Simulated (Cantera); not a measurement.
A freely propagating, adiabatic, planar premixed flame of 10.2 % CH₃OH, 18.9 % O₂, 70.9 % N₂, equivalence ratio 0.81, unburnt at 525 K and 560000 Pa; multicomponent transport, grid criteria slope 0.08 and curve 0.16, no radiation.

Computed with Cantera and GRI-Mech 3.0 (53 species, 325 reactions). GRI-Mech 3.0 was tuned for natural gas; its chemistry of methanol as a main component is partial and can be far from experiment. Burning velocities carry a grid error of a few per cent, more on coarse grids.

Problem. Predict: laminar burning velocity; thermal thickness; peak x(CH₂CO); peak x(O).

Solution. 
```
Property                     Result
------------------------  ---------
laminar burning velocity  46.2 cm/s
thermal thickness         0.0987 mm
peak x(CH₂CO)               8.95e-7
peak x(O)                   0.00192
```
